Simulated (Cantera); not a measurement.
## Transport properties of process gases

Gas mixture: H₂ = 0.12 (molar parts), at 20.0 Torr, frozen composition.

Cantera's kinetic-theory transport with the Lennard-Jones parameters of GRI-Mech 3.0, ideal gas; thermal conductivity in the multicomponent form.

```csv
T (K),ρ (kg/m³),cp (J/kg/K),μ (µPa s),λ (mW/m/K),Pr,D (cm²/s) CH₄,D (cm²/s) OH,D (cm²/s) H₂
400,0.00162,14520,10.9,229,0.689,45.9,66.7,0.000
500,0.00129,14530,12.6,265,0.689,67.0,97.0,0.000
600,0.00108,14510,14.1,298,0.688,90.9,131,0.000
700,0.000923,14560,15.6,331,0.688,118,170,0.000
800,0.000808,14690,17.0,364,0.688,147,212,0.000
900,0.000718,14870,18.4,397,0.689,179,258,0.000
1000,0.000646,14960,19.7,427,0.689,213,307,0.000
1100,0.000588,15170,20.9,461,0.689,250,360,0.000
```
D: mixture-averaged diffusion coefficient of that species in the mixture.
